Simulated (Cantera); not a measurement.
Input: 1 mol SiC, 3.4 mol CO2, 2 mol H2, held at 3.10 bar.

These are equilibrium values from Cantera (NASA tables, ideal gas, pure condensed phases), not measurements of a reactor. Candidate condensed phases: C, C6H6, C7H8, C8H18, H2O, Si, SiC, SiO2; 123 gas species. The tables hold silica as quartz up to 1696 K and as liquid above; real silica turns to tridymite and cristobalite and melts near 1996 K. Gases not in the tables: Si(OH)4. Equilibrium is a limit: real reactors are often held back by kinetics, nucleation or transport.

Q: Which condensed phases are stable at each of these points (T (K)): 1575, 1675, 1775, 1875, 1975, 2075, 2175?

A: 
```
T (K)  condensed phases  Si condensed (%)
-----  ----------------  ----------------
1575     SiO2(β-quartz)             100.0
1675     SiO2(β-quartz)             100.0
1775    SiO2(condensed)             100.0
1875    SiO2(condensed)             100.0
1975    SiO2(condensed)              99.9
2075            SiO2(l)              99.7
2175            SiO2(l)              98.9
```

From 1575 K to 1675 K the condensed part is SiO2(β-quartz). From 1775 K to 1975 K the condensed part is SiO2(condensed). From 2075 K to 2175 K the condensed part is SiO2(l).
